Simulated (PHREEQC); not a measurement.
HCl is added in steps, without added water, to 1 kg of water holding 0.01 mol/kgw LiCl, 0.026 mol/kgw Na2SO4 and 0.17 mol/kgw NaCl, at 25 °C. Oxygen alone is held at its pressure in air (log pO2 = -0.68). CO2 from the air is kept out. The run lets Halite, Mirabilite precipitate or redissolve, and no other solid.

Base run: PHREEQC, ion-association model, wateq4f.dat. Each further column changes one thing. The table gives HSO4- (mol/kgw).

```
HCl added (mol)     base  metal-ligand complexes left out  all activity coefficients set to 1  database phreeqc.dat  Davies equation for every ion
---------------  -------  -------------------------------  ----------------------------------  --------------------  -----------------------------
0                6.23e-8                          7.64e-8                                 ___               6.09e-8                        6.09e-8
0.003325         0.00118                          0.00137                                 ___               0.00116                        0.00116
0.006175         0.00214                          0.00248                             0.00318               0.00209                        0.00211
0.0095           0.00319                          0.00370                             0.00471               0.00312                        0.00314
0.01282          0.00418                          0.00483                             0.00614               0.00409                        0.00412
0.01568          0.00497                          0.00574                                 ___               0.00486                        0.00491
0.019            0.00584                              ___                             0.00848               0.00572                        0.00577
```

Q: What belongs in the gaps?

A: 
- 0, all activity coefficients set to 1: 8.12e-8
- 0.003325, all activity coefficients set to 1: 0.00176
- 0.01568, all activity coefficients set to 1: 0.00727
- 0.019, metal-ligand complexes left out: 0.00673

 phreeqc.dat and wateq4f.dat share most of their constants, so their agreement is no independent check. Solids allowed in the column 'database phreeqc.dat': Halite.
